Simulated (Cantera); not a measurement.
An isothermal plug-flow reactor at 450 K and 1.09 atm (inlet), inlet velocity 0.56 m/s, active area per volume 100 1/m; feed 2.36 % H₂, 8.88 % O₂, 88.8 % N₂, equivalence ratio 0.13.

Computed with Cantera and Deutschmann's 1995 Pt surface mechanism with GRI-Mech 3.0 gas chemistry. Catalytic surfaces can have several steady states; this one follows from the mechanism file's or the stated starting coverage. Mass transfer to the wall is taken as infinitely fast.

x: gas mole fraction; θ: surface coverage.

```
z (m)       x H₂    x O₂    x H₂O  θ free Pt   θ O*   θ OH*
-------  -------  ------  -------  ---------  -----  ------
4.2e-05   0.0221  0.0881  0.00155      0.343  0.532   0.124
7.1e-05   0.0211  0.0876  0.00251      0.330  0.544   0.125
0.00012   0.0197  0.0870      ___      0.309  0.562   0.127
0.0002    0.0177  0.0860  0.00599      0.281  0.589   0.129
0.00033   0.0151  0.0849  0.00856      0.244  0.625   0.129
0.00055      ___  0.0835      ___        ___  0.671   0.128
0.00091  0.00912  0.0821   0.0146      0.152  0.724   0.122
0.0015   0.00645  0.0809   0.0174      0.109  0.777   0.112
0.0025   0.00428  0.0799   0.0195     0.0734  0.828  0.0980
0.0042   0.00271  0.0791   0.0211     0.0469  0.870  0.0823
```

Q: Fill in the missing entries.

A: 
- 0.00012, x H₂O: 0.00397
- 0.00055, x H₂: 0.0121
- 0.00055, x H₂O: 0.0116
- 0.00055, θ free Pt: 0.199
